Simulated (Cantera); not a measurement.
An isothermal, constant-pressure homogeneous reactor starts with NO : N2 = 1 : 11 (molar parts), at 1950 K and 0.0543 atm.

Model: GRI-Mech 3.0 (53 species, 325 reactions), integrated in Cantera.

One state of this run: x NO = 0.0651; x O2 = 0.00899; x NO2 = 6.10e-6; x N2 = 0.926; x N2O = 1.76e-6; x O = 0.000198. x: mole fraction; the columns are a selection and need not sum to one.

### Question
Which value of t (s) does it belong to?
A) 1.00e-6
B) 0.838
C) 10.0
D) 0.000492

### Answer
C, 10.0
